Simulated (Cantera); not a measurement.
A closed system holds: 1 mol SiO2, 0.14 mol C, 1.4 mol N2, held at 1573.15 K and 2180 Torr.

These are equilibrium values from Cantera (NASA tables, ideal gas, pure condensed phases), not measurements of a reactor. Candidate condensed phases: C, Si, SiC, SiO2, Si2N2O, Si3N4; 34 gas species. Mutual solubility and eutectic melting of coexisting phases are not modelled. The tables hold silica as quartz up to 1696 K and as liquid above; real silica turns to tridymite and cristobalite and melts near 1996 K. The numbers say what is thermodynamically allowed, not how fast it happens.

Base state: N2 0.906, CO 0.0937, CO2 3.99e-5 (mole fractions); condensed: SiO2(β-quartz) + Si2N2O(s).

**Question.** What changes in the equilibrium state with this change: pressure from 2180 Torr to 8.25 Torr?

**Answer.** 
```
species               before    after
-------------------  -------  -------
N2                     0.906    0.901
CO                    0.0937   0.0930
SiO                  3.60e-6  0.00609
CO2                  3.99e-5  6.16e-6
SiO2(β-quartz), mol    0.907    0.904
Si2N2O(s), mol        0.0467   0.0436
```
